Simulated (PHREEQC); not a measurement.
## Brine (model solution)

Solution (25 °C): 0.54 mol CaCl2, 2.5 mol KCl and 1.3 mol LiCl per kg of water. Closed to the air; pH follows from the charge balance.

The numbers come from PHREEQC with the Pitzer model, pitzer.dat.

| Property | Result |
|---|---|
| ionic strength | 5.42 mol/kgw |
| activity of water | 0.818 |
| density | 1.159 g/cm³ |
| osmotic coefficient | 1.212 |

```tsv
species	molality	activity	log γ
Cl-	4.88	2.93	-0.221
K+	2.50	2.12	-0.072
Li+	1.30	3.81	0.467
Ca+2	0.540	0.465	-0.065
OH-	1.16e-7	2.09e-8	-0.746
H+	1.16e-7	3.96e-7	0.531
```

This is a speciation only: nothing precipitates in the calculation.
